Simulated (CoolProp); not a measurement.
Vapour-liquid equilibrium of sulfur hexafluoride (1) + CH2F2 (R32) (2) at 246.9 K; x and y are mole fractions of (1).

The numbers come from the multi-fluid Helmholtz-energy mixture model, Guder 2009 and Tillner-Roth 1997; pair parameters Bell 2016 in CoolProp.

Question: Give the bubble pressure and the first vapour's composition at x = 0.45, 0.65, 0.95. Is there an azeotrope?

Answer: x = 0.45: 750.8 kPa, y = 0.610; x = 0.65: 754.0 kPa, y = 0.629; x = 0.95: 636.9 kPa, y = 0.857. y crosses x between x = 0.55 and 0.65: the model has an azeotrope there.

The pair parameters rest on a limited set of measurements; away from them the model extrapolates. With so large a gap from Raoult's law the liquid may split in two, which this calculation doesn't test in full.
